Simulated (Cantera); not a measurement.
Mixture: H2 : O2 : N2 = 1 : 0.357 : 1.96 (molar parts), equivalence ratio 1.4, at 500000 Pa, adiabatic and at constant pressure. Ignition delay is the time to a rise of 400 K.

Computed with Cantera and the H2/O2 subset of GRI-Mech 3.0, which has no nitrogen chemistry. The hydrogen kinetics of GRI-Mech 3.0 are dated; newer H2 mechanisms differ, most at raised pressure. Where the delays flatten at high temperature, the 400 K rule measures the pace of heat release, not the induction time.

```tsv
quantity	before	after
delay at 1275 K	10.1 µs	11.2 µs
delay at 1375 K	5.84 µs	6.37 µs
delay at 1475 K	3.98 µs	4.32 µs
delay at 1575 K	3.01 µs	3.26 µs
delay at 1675 K	2.46 µs	2.68 µs
delay at 1775 K	2.15 µs	2.35 µs
delay at 1875 K	1.98 µs	2.19 µs
```

Which change was made?
(A) H2 1 to 1.7 parts
(B) H2 1 to 2.8 parts
(C) pressure from 500000 Pa to 260000 Pa
(D) constant volume in place of constant pressure

A, H2 1 to 1.7 parts
